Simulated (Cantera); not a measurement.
Low-pressure radical oxidation in H2/O2

An isothermal, constant-pressure homogeneous reactor starts with H2 : O2 : N2 = 0.44 : 1 : 2.4 (molar parts), at 1075 K and 0.0133 bar.

Cantera simulation using GRI-Mech 3.0 (53 species, 325 reactions); the numbers are that mechanism's predictions, not measurements. Radical loss at walls, strong at low pressure, is not modelled. The temperature is held fixed by assumption; the heat of reaction is taken as removed at once.

```
t (s)        x H2   x O2     x HO2      x OH       x O       x H
--------  -------  -----  --------  --------  --------  --------
1.00e-6     0.115  0.260  1.95e-12    <1e-12    <1e-12  1.95e-12
6.09e-6     0.115  0.260  1.19e-11    <1e-12    <1e-12  1.18e-11
3.71e-5     0.115  0.260  7.23e-11  3.31e-12  3.99e-12  6.95e-11
0.000226    0.115  0.260  4.41e-10  6.18e-11  1.14e-10  4.75e-10
0.00137     0.115  0.260   2.96e-9   6.54e-9   1.44e-8   3.91e-8
0.00837   0.00729  0.208   2.63e-6   0.00303    0.0232    0.0478
0.0509    0.00216  0.212   2.82e-6   0.00168   0.00661   0.00729
0.310     4.73e-5  0.215   7.72e-7  0.000236  0.000137   2.09e-5
1.89      1.49e-6  0.215   4.80e-8   4.36e-5   4.62e-6   1.30e-7
11.5      1.31e-7  0.215   5.05e-9   1.32e-5   4.27e-7   3.63e-9
70.0      1.71e-8  0.215   1.00e-9   4.82e-6   5.68e-8  1.76e-10
```
x: mole fraction; the columns are a selection and need not sum to one.

Equilibrium at this temperature and pressure: H2 1.60e-9, O2 0.215, HO2 1.09e-9, OH 1.47e-6, O 5.31e-9, H 5.12e-12 (gas phase only).
